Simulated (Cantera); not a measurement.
A closed system holds: 1 mol CH₂F₂, 0.1 mol H₂, equilibrated at 0.000370 bar.

These are equilibrium values from Cantera (NASA tables, ideal gas, pure condensed phases), not measurements of a reactor. Candidate condensed phases: C, C₆H₆, C₇H₈, C₈H₁₈; 95 gas species. The numbers say what is thermodynamically allowed, not how fast it happens.

Task: Which condensed phases are stable at each of these points (T (°C)): 1275, 1425, 1575, 1725, 1875, 2025, 2175, 2325, 2475, 2625, 2775, 2925, 3075, 3225?

Result: 
```json
[
 {"T (°C)": "1275", "condensed phases": "C(graphite)", "C condensed (%)": "100.0"},
 {"T (°C)": "1425", "condensed phases": "C(graphite)", "C condensed (%)": "100.0"},
 {"T (°C)": "1575", "condensed phases": "C(graphite)", "C condensed (%)": "100.0"},
 {"T (°C)": "1725", "condensed phases": "C(graphite)", "C condensed (%)": "100.0"},
 {"T (°C)": "1875", "condensed phases": "C(graphite)", "C condensed (%)": "100.0"},
 {"T (°C)": "2025", "condensed phases": "C(graphite)", "C condensed (%)": "99.9"},
 {"T (°C)": "2175", "condensed phases": "C(graphite)", "C condensed (%)": "99.4"},
 {"T (°C)": "2325", "condensed phases": "C(graphite)", "C condensed (%)": "94.4"},
 {"T (°C)": "2475", "condensed phases": "C(graphite)", "C condensed (%)": "55.0"},
 {"T (°C)": "2625", "condensed phases": "gas only", "C condensed (%)": "0.0"},
 {"T (°C)": "2775", "condensed phases": "gas only", "C condensed (%)": "0.0"},
 {"T (°C)": "2925", "condensed phases": "gas only", "C condensed (%)": "0.0"},
 {"T (°C)": "3075", "condensed phases": "gas only", "C condensed (%)": "0.0"},
 {"T (°C)": "3225", "condensed phases": "gas only", "C condensed (%)": "0.0"}
]
```

From 1275 °C to 2475 °C the condensed part is C(graphite). From 2625 °C to 3225 °C nothing is condensed.
